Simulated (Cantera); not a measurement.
Silicon etching in halogen gases: Si + HCl + H2

A closed system holds: 1 mol Si, 10 mol HCl, 2.5 mol H2, at 10000 Pa.

These are equilibrium values from Cantera (NASA tables, ideal gas, pure condensed phases), not measurements of a reactor. Candidate condensed phases: Si; 19 gas species. The tables' values for SiCl3 are old estimates; treat these amounts as uncertain. Kinetics and transport are ignored.

From 275 °C to 1250 °C nothing is condensed. The main Si-bearing gas is SiCl4 throughout.

```
T (°C)  log p HCl  log p H2  log p SiCl4  log p SiCl2  log p SiCl3
------  ---------  --------  -----------  -----------  -----------
275         -1.28     -1.41        -2.06         <-13         <-13
350         -1.28     -1.41        -2.06         <-13       -10.97
425         -1.28     -1.41        -2.06         <-13        -9.37
500         -1.28     -1.41        -2.06       -11.95        -8.09
575         -1.28     -1.41        -2.06       -10.15        -7.04
650         -1.28     -1.41        -2.06        -8.65        -6.16
725         -1.28     -1.41        -2.06        -7.38        -5.41
800         -1.28     -1.41        -2.07        -6.29        -4.78
875         -1.28     -1.41        -2.07        -5.35        -4.23
950         -1.28     -1.41        -2.08        -4.54        -3.76
1025        -1.28     -1.42        -2.11        -3.85        -3.37
1100        -1.27     -1.43        -2.16        -3.29        -3.06
1175        -1.26     -1.44        -2.27        -2.86        -2.85
1250        -1.24     -1.47        -2.44        -2.57        -2.74
```
log p: log10 of the partial pressure in bar; nothing condenses.
